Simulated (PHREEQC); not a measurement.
Solution (55 °C): 0.25 mol/kgw NaHCO3 and 0.000286 mol/kgw Na2B4O7. Closed to the air; pH follows from the charge balance.

Equilibrium calculation in PHREEQC: ion-association model, phreeqc.dat.

Precipitation was switched off in this run.

Q: Order these Na species by the share of Na that they hold, largest first: NaCO3-, NaHCO3, Na+.

A: Na+ (92 %), NaHCO3 (4.9 %), NaCO3- (2.8 %)

The pH is 7.57 and the ionic strength 0.233 mol/kgw. Species that the database lacks are ignored. Constants without temperature data keep their 25 °C values here.
